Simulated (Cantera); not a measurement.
A perfectly stirred reactor is fed with H₂ : O₂ : N₂ = 1 : 0.926 : 3.48 (molar parts), at 5.90 bar; it is adiabatic with a 700 K inlet, and is followed from long to short residence time, starting on the burning branch (τ in s: 0.13, 0.048, 0.018, 0.0069, 0.0026, 0.001, 0.00038, 0.00014, 5.5e-05, 2.1e-05, 7.9e-06).

Cantera simulation using GRI-Mech 3.0 (53 species, 325 reactions); the numbers are that mechanism's predictions, not measurements. The hydrogen kinetics of GRI-Mech 3.0 are dated; newer H2 mechanisms differ, most at raised pressure.

One state of this run: T (K) = 2056; x H₂ = 0.000179; x O₂ = 0.0862; x NO = 0.000172; x H = 1.59e-5; x NO₂ = 4.56e-7; x HO₂ = 4.45e-6. x: mole fraction; the columns are a selection and need not sum to one.

Question: Which value of τ (s) does it belong to?
A) 0.13
B) 0.018
C) 0.0069
D) 0.00014

Answer: B, 0.018
